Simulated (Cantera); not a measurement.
A Cantera script and what it prints.

```python
import numpy as np
import cantera as ct

gas_names = """
    CL CL2 H HCL H2 Si SiCL SiCL2 SiCL3 SiCL4 SiH SiHCL3 SiH2 SiH2CL2 SiH3 SiH3CL SiH4 Si2 Si3
""".split()
cond_names = """
    Si(cr) Si(L)
""".split()


def load(file, names, dense=False):
    # The tables refer to 1 bar. Condensed volumes are neglected.
    table = {s.name: s for s in ct.Species.list_from_file(file)}
    out = []
    for n in names:
        d = dict(table[n].input_data)
        d["thermo"] = dict(d["thermo"], **{"reference-pressure": 1e5})
        if dense:
            d["equation-of-state"] = {"model": "constant-volume", "density": "1e6 g/cm^3"}
        out.append(ct.Species.from_dict(d))
    return out


gas = ct.Solution(thermo="ideal-gas", species=load("nasa_gas.yaml", gas_names))
cond = {s.name: ct.Solution(thermo="fixed-stoichiometry", species=[s], name=s.name)
        for s in load("nasa_condensed.yaml", cond_names, dense=True)}
atoms = {
    'Si': {'Si': 1},
    'HCl': {'H': 1, 'CL': 1},
    'H2': {'H': 2},
}
top_T = {}  # K; cautious upper limits of use, not melting points


def equilibrate(T, P, feed):
    n = {}
    for name, mol in feed.items():
        for a, k in atoms[name].items():
            n[a] = n.get(a, 0.0) + k * mol
    gas.TPX = T, P, n
    mass = sum(n.values()) * gas.mean_molecular_weight
    gas.equilibrate("TP")
    valid = [c for c in cond.values() if c.min_temp <= T <= top_T.get(c.name, c.max_temp)]
    mix = ct.Mixture([(gas, mass / gas.mean_molecular_weight)] + [(c, 0.0) for c in valid])
    mix.T, mix.P = T, P
    mix.equilibrate("TP", solver="vcs", rtol=1e-11, max_steps=5000)
    return mix


results = []
feed = {'Si': 1, 'HCl': 1, 'H2': 4.8}  # mol
T = 1048  # K
for P in [10000, 19000, 36000, 67000, 130000, 240000, 450000, 840000, 1600000, 3000000]:
    mix = equilibrate(T, P, feed)
    results.append((T, P, feed, dict(zip(mix.species_names, mix.species_moles))))

top = {s: max(r[3][s] / sum(r[3][g] for g in gas_names) for r in results) for s in gas_names}
cols = sorted((s for s in top if top[s] > 1e-05), key=lambda s: -top[s])[:7]
seen = [c for c in cond_names if any(r[3].get(c, 0) > 1e-12 for r in results)]
print("log10 of partial pressures in bar; condensed amounts in mol")
print(f"{'P/Pa':>10s}" + "".join(f"{s[:9]:>10s}" for s in cols + seen))
for T, P, feed, n in results:
    ng = sum(n[g] for g in gas_names)
    print(f"{P:10.4g}" + "".join(f"{np.log10(max(n[s] / ng * P / 1e5, 1e-99)):10.3f}" for s in cols)
          + "".join(f"{n.get(c, 0):10.4g}" for c in seen))
```

It prints:

```
log10 of partial pressures in bar; condensed amounts in mol
      P/Pa        H2    SiHCL3     SiCL4       HCL   SiH2CL2     SiCL3     SiCL2    Si(cr)
     1e+04    -1.030    -2.915    -2.546    -2.650    -4.229    -3.905    -4.000    0.7581
   1.9e+04    -0.750    -2.571    -2.273    -2.442    -3.813    -3.700    -3.864     0.751
   3.6e+04    -0.472    -2.232    -2.007    -2.236    -3.402    -3.500    -3.731     0.744
   6.7e+04    -0.201    -1.907    -1.753    -2.038    -3.005    -3.310    -3.604    0.7371
   1.3e+05     0.087    -1.564    -1.488    -1.827    -2.584    -3.111    -3.472    0.7295
   2.4e+05     0.353    -1.251    -1.249    -1.634    -2.198    -2.932    -3.352    0.7223
   4.5e+05     0.626    -0.935    -1.009    -1.438    -1.805    -2.752    -3.232    0.7145
   8.4e+05     0.897    -0.625    -0.776    -1.244    -1.418    -2.578    -3.116    0.7064
   1.6e+06     1.177    -0.311    -0.544    -1.046    -1.022    -2.403    -2.999    0.6976
     3e+06     1.450    -0.009    -0.324    -0.855    -0.639    -2.238    -2.890    0.6883
```

These are equilibrium values from Cantera (NASA tables, ideal gas, pure condensed phases), not measurements of a reactor. The tables' values for SiCl3 are old estimates; treat these amounts as uncertain. Gases not in the tables: Si2H6 and higher silanes.
